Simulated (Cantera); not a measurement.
**Ammonia decomposition in nitride growth gas**

A perfectly stirred reactor is fed with NH₃ : N₂ = 1 : 23 (molar parts), at 1350 Torr; it is held at 2398 K, and followed from long to short residence time.

Computed with Cantera and the gas-phase N/H chemistry of the illustrative SiF4/NH3 mechanism in the Surface Chemkin manual (1991). Walls and surfaces, which speed up NH3 decomposition in real reactors, are not modelled.

```tsv
τ (s)	x NH₃	x N	x N₂H₂	x N₂	x NH₂	x H₂	x H
14	5.15e-6	1.38e-6	1.31e-11	0.939	8.10e-7	0.0585	0.00285
4.6	9.11e-6	2.39e-6	3.53e-11	0.939	1.42e-6	0.0585	0.00283
1.4	1.73e-5	4.24e-6	1.13e-10	0.939	2.64e-6	0.0585	0.00277
0.45	3.51e-5	6.98e-6	3.71e-10	0.939	4.98e-6	0.0586	0.00260
0.14	9.78e-5	9.87e-6	1.47e-9	0.939	1.11e-5	0.0587	0.00209
0.045	0.000442	9.83e-6	6.87e-9	0.940	3.06e-5	0.0587	0.00127
0.014	0.00181	9.57e-6	2.89e-8	0.940	7.94e-5	0.0569	0.000782
0.0045	0.00549	9.87e-6	9.71e-8	0.942	0.000175	0.0516	0.000519
```
x: mole fraction; the columns are a selection and need not sum to one.
